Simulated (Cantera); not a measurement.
Input: 1 mol SiCl₄, 0.62 mol Cl₂, 11 mol H₂, equilibrated at 1075 °C and 580000 Pa.

Method: chemical equilibrium by Gibbs-energy minimisation in Cantera with the NASA 1993 tables (ideal gas, pure condensed phases). Candidate condensed phases: Si; 19 gas species. The tables' values for SiCl₃ are old estimates; treat these amounts as uncertain. Kinetics and transport are ignored.

Base state: H₂ 0.795, HCl 0.126, SiCl₄ 0.0531, SiHCl₃ 0.0190, SiCl₃ 0.00417, SiCl₂ 0.00164, SiH₂Cl₂ 0.000987, SiH₃Cl 1.46e-5 (mole fractions); condensed: gas only.

Task: What changes in the equilibrium state with this change: temperature from 1075 °C to 650 °C?

Result: 
```
species   before    after
-------  -------  -------
H₂         0.795    0.820
HCl        0.126    0.101
SiCl₄     0.0531   0.0770
SiHCl₃    0.0190  0.00224
SiCl₂    0.00164  1.95e-8
SiH₃Cl   1.46e-5  4.48e-9
SiCl₃    0.00417  6.10e-6
```
